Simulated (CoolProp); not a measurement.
Vapour pressure (bar) of carbonyl sulfide: the reference equation beside estimates from Tc = 378.8 K, pc = 63.69 bar, ω = 0.098. Clausius-Clapeyron is anchored at 226.2 K with a constant enthalpy of vaporisation of 18.43 kJ/mol.

Computed with CoolProp (reference Helmholtz-energy equation of state, Lemmon 2006). It is a short technical equation, of lower accuracy than the large ones.

| T (K) | reference | Lee-Kesler | Clausius-Clapeyron | van der Waals | Redlich-Kwong | Soave-Redlich-Kwong | Peng-Robinson |
|---|---|---|---|---|---|---|---|
| 210.2 | 0.5379 | 0.5291 | 0.5564 | 3.473 | 0.5467 | 0.5290 | 0.5514 |
| 218.2 | 0.8072 | 0.7960 | 0.8190 | 4.357 | 0.8394 | 0.7956 | 0.8218 |
| 226.2 | 1.173 | 1.160 | 1.173 | 5.385 | 1.241 | 1.159 | 1.188 |
| 234.1 | 1.650 | 1.636 | 1.633 | 6.551 | 1.769 | 1.634 | 1.664 |
| 242.1 | 2.273 | 2.260 | 2.232 | 7.896 | 2.459 | 2.256 | 2.285 |
| 250.1 | 3.062 | 3.051 | 2.992 | 9.413 | 3.334 | 3.047 | 3.070 |
| 258 | 4.029 | 4.023 | 3.925 | 11.09 | 4.404 | 4.019 | 4.033 |
| 266 | 5.226 | 5.226 | 5.082 | 12.98 | 5.723 | 5.225 | 5.225 |
| 274 | 6.669 | 6.676 | 6.481 | 15.07 | 7.305 | 6.683 | 6.664 |
| 281.9 | 8.364 | 8.379 | 8.131 | 17.33 | 9.152 | 8.399 | 8.357 |
| 289.9 | 10.38 | 10.41 | 10.10 | 19.83 | 11.34 | 10.45 | 10.38 |

Absolute difference from the reference over all 11 rows, mean and median: Lee-Kesler 0.6 and 0.4 %, Clausius-Clapeyron 2.2 and 2.6 %, van der Waals 249.5 and 207.4 %, Redlich-Kwong 7.5 and 8.9 %, Soave-Redlich-Kwong 0.7 and 0.7 %, Peng-Robinson 0.7 and 0.3 %.
